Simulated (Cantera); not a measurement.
An isothermal, constant-pressure homogeneous reactor starts with 4.76 % C2H6, 95.2 % H2, at 1925 K and 0.000360 bar.

Cantera simulation using GRI-Mech 3.0 (53 species, 325 reactions); the numbers are that mechanism's predictions, not measurements. GRI-Mech 3.0 stops at C3 and has no aromatics, soot or wall deposition, so with more carbon than oxygen in the feed, carbon stays in small species such as C2H2 where larger ones or solid carbon would form. Radical loss at walls, strong at low pressure, is not modelled.

x: mole fraction; the columns are a selection and need not sum to one.

```
t (s)       x C2H6   x H2    x C2H2    x C2H    x C2H4
--------  --------  -----  --------  -------  --------
2.00e-6     0.0476  0.952    <1e-12   <1e-12  1.34e-10
1.04e-5     0.0474  0.952    <1e-12   <1e-12   4.10e-9
5.45e-5     0.0462  0.951  3.30e-11   <1e-12   2.40e-7
0.000284    0.0405  0.945   3.98e-8   <1e-12   5.46e-5
0.00148     0.0137  0.916  0.000163        …   0.00382
0.00775    2.06e-5  0.900   0.00764        …   0.00287
0.0404     1.03e-5  0.916    0.0182        …  0.000973
0.211      3.01e-6  0.932    0.0281  3.02e-6  0.000285
1.10       5.95e-7  0.942    0.0362  3.21e-6   6.07e-5
5.75       2.65e-8  0.947    0.0420        …   4.32e-6
30.0      8.33e-11  0.940    0.0430        …   5.35e-7
```

**Question.** What belongs in the gaps?

**Answer.** 
- 0.00148, x C2H: 2.74e-8
- 0.00775, x C2H: 2.39e-6
- 0.0404, x C2H: 3.51e-6
- 5.75, x C2H: 5.35e-6
- 30.0, x C2H: 1.11e-5
